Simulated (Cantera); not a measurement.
CH3Cl + CH4 + H2 (fluorocarbon and chlorocarbon gases)

Input: 1 mol CH3Cl, 0.0071 mol CH4, 0.44 mol H2, equilibrated at 2227 °C and 0.00133 bar.

Method: chemical equilibrium by Gibbs-energy minimisation in Cantera with the NASA 1993 tables (ideal gas, pure condensed phases). Candidate condensed phases: C, C6H6, C7H8, C8H18; 91 gas species. Rates play no part.

```
Item                     Value
-------------------  ---------
x(H)                     0.384
x(H2)                    0.311
x(HCl)                   0.160
x(Cl)                    0.140
x(C2H2 (acetylene))    0.00337
x(C3)                 0.000373
x(C2H)                0.000298
x(C)                  0.000125
x(C2)                  3.44e-5
n(C(graphite))       0.978 mol
gas amount           3.329 mol
```
